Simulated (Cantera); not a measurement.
Input (Python, Cantera) and output of one run.

```python
import numpy as np
import cantera as ct

gas_names = """
    H HO2 H2 H2O H2O2 O OH O2 O3 Pb PbO Pb2
""".split()
cond_names = """
    H2O(s) H2O(L) Pb(cr) Pb(L) PbO(rd) PbO(yw) PbO(L) PbO2(s) Pb3O4(s)
""".split()


# ... load() reads the species with a 1 bar reference pressure and builds the phases ...
atoms = {
    'PbO': {'Pb': 1, 'O': 1},
    'O2': {'O': 2},
    'H2': {'H': 2},
}
top_T = {'Pb3O4(s)': 820}  # K; cautious upper limits of use, not melting points


# ... equilibrate(T, P, feed) seeds the gas with the atoms and calls Mixture.equilibrate('TP', solver="vcs", rtol=1e-11, max_steps=5000) ...
results = []
feed = {'PbO': 1, 'O2': 0.019, 'H2': 4.1}  # mol
T = 1300  # K
P = 101325  # Pa
mix = equilibrate(T, P, feed)
results.append((T, P, feed, dict(zip(mix.species_names, mix.species_moles))))
print(gas.report(threshold=1e-06))
for i in range(1, mix.n_phases):
    print(f"{mix.phase(i).name:16s} {mix.phase_moles(i):12.5e} mol")
```

It prints:

```
       temperature   1300 K
          pressure   1.0132e+05 Pa
           density   0.061753 kg/m^3
  mean mol. weight   6.5875 kg/kmol
   phase of matter   gas

                          1 kg             1 kmol
                     ---------------   ---------------
          enthalpy       -4.3043e+06       -2.8355e+07  J
   internal energy       -5.9451e+06       -3.9164e+07  J
           entropy             29867        1.9675e+05  J/K
    Gibbs function       -4.3132e+07       -2.8413e+08  J
 heat capacity c_p            5303.8             34939  J/K
 heat capacity c_v            4041.7             26625  J/K

                      mass frac. Y      mole frac. X     chem. pot. / RT
                     ---------------   ---------------   ---------------
                H2           0.22796           0.74489           -18.477
               H2O           0.69056           0.25251           -49.484
                Pb          0.081463           0.00259           -10.731
     [   +9 minor]        1.8147e-05        1.2725e-06

Pb(L)             9.89351e-01 mol
PbO(L)            0.00000e+00 mol
```

Method: chemical equilibrium by Gibbs-energy minimisation in Cantera with the NASA 1993 tables (ideal gas, pure condensed phases).
